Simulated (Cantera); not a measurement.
An isothermal, constant-pressure homogeneous reactor starts with 23.8 % C2H4, 76.2 % H2, at 1975 K and 100.0 Torr.

Cantera simulation using GRI-Mech 3.0 (53 species, 325 reactions); the numbers are that mechanism's predictions, not measurements. GRI-Mech 3.0 was tuned for natural gas; its chemistry of ethylene as a main component is partial and can be far from experiment. GRI-Mech 3.0 stops at C3 and has no aromatics, soot or wall deposition, so with more carbon than oxygen in the feed, carbon stays in small species such as C2H2 where larger ones or solid carbon would form.

x: mole fraction; the columns are a selection and need not sum to one.

```
t (s)       x C2H4   x H2   x C2H6       x H     x C2H     x CH4    x C2H2
--------  --------  -----  -------  --------  --------  --------  --------
1.00e-6      0.238  0.762  2.45e-9   2.33e-6  1.79e-11  1.41e-10  0.000360
5.37e-6      0.236  0.762  3.60e-8   1.20e-5  5.22e-10   1.07e-8   0.00195
2.89e-5      0.225  0.764  2.50e-7   6.36e-5   1.55e-8   8.23e-7    0.0109
0.000155     0.161  0.776  7.79e-7  0.000255   3.49e-7   2.39e-5    0.0620
0.000833       [?]  0.804      [?]       [?]       [?]       [?]     0.177
0.00447   0.000169  0.805  3.02e-9   0.00251   1.02e-5  0.000131     0.192
0.0240    0.000158  0.804  3.30e-9   0.00339   1.39e-5  0.000213     0.192
0.129     0.000158  0.804  6.50e-9   0.00339   1.38e-5  0.000553     0.192
0.693     0.000158  0.804  9.54e-9   0.00338   1.38e-5  0.000745     0.192
3.72      0.000158  0.804  9.55e-9   0.00338   1.38e-5  0.000745     0.192
20.0      0.000158  0.804  9.55e-9   0.00338   1.38e-5  0.000745     0.192
```

Problem. What belongs in the gaps?

Solution. 
- 0.000833, x C2H4: 0.0192
- 0.000833, x C2H6: 1.52e-7
- 0.000833, x H: 0.000444
- 0.000833, x C2H: 1.67e-6
- 0.000833, x CH4: 0.000113
